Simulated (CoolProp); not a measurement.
Vapour pressure (kPa) of propylene: the reference equation beside estimates from Tc = 364.2 K, pc = 4555 kPa, ω = 0.146. Clausius-Clapeyron is anchored at 248.8 K with a constant enthalpy of vaporisation of 17.31 kJ/mol.

The numbers come from the reference Helmholtz-energy equation of state, Lemmon 2013 in CoolProp.

| T (K) | reference | Lee-Kesler | Clausius-Clapeyron | Redlich-Kwong | Soave-Redlich-Kwong | Peng-Robinson |
|---|---|---|---|---|---|---|
| 248.8 | 261.5 | 261.1 | 261.5 | 323.0 | 261.0 | 261.2 |
| 252.5 | 298.7 | 298.6 | 295.6 | 367.0 | 298.4 | 298.2 |
| 256.2 | 339.7 | 339.9 | 333.0 | … | 339.8 | 339.1 |
| 259.9 | 384.9 | 385.4 | 373.8 | 467.5 | 385.4 | 384.0 |
| 263.5 | … | 433.8 | 417.1 | 523.0 | 434.0 | 431.9 |
| 267.2 | 487.0 | 488.2 | 465.3 | 584.7 | 488.7 | 485.8 |
| 270.9 | 545.8 | 547.4 | 517.5 | 651.5 | 548.3 | 544.5 |
| 274.5 | 608.0 | 610.0 | 572.4 | 721.4 | 611.3 | 606.5 |
| 278.2 | 677.2 | 679.5 | … | 798.6 | … | 675.7 |
| 281.9 | 752.0 | 754.7 | 698.5 | 881.4 | … | 750.5 |
| 285.6 | 832.7 | 835.7 | 768.6 | 970.0 | 839.7 | 831.4 |
| 289.2 | 917.2 | 920.5 | 841.6 | 1062 | 925.7 | 916.1 |
| 292.9 | 1010 | 1014 | … | 1163 | 1021 | 1010 |
| 296.6 | 1110 | 1114 | 1007 | 1270 | 1122 | 1110 |

Question: What belongs in the gaps?

Answer: 
- 256.2, Redlich-Kwong: 415.1
- 263.5, reference: 433.0
- 278.2, Clausius-Clapeyron: 633.2
- 278.2, Soave-Redlich-Kwong: 681.6
- 281.9, Soave-Redlich-Kwong: 757.6
- 292.9, Clausius-Clapeyron: 921.8

Absolute difference from the reference over all 14 rows, mean and median: Lee-Kesler 0.3 and 0.3 %, Clausius-Clapeyron 5.2 and 5.5 %, Redlich-Kwong 19.0 and 19.0 %, Soave-Redlich-Kwong 0.5 and 0.5 %, Peng-Robinson 0.2 and 0.2 %.
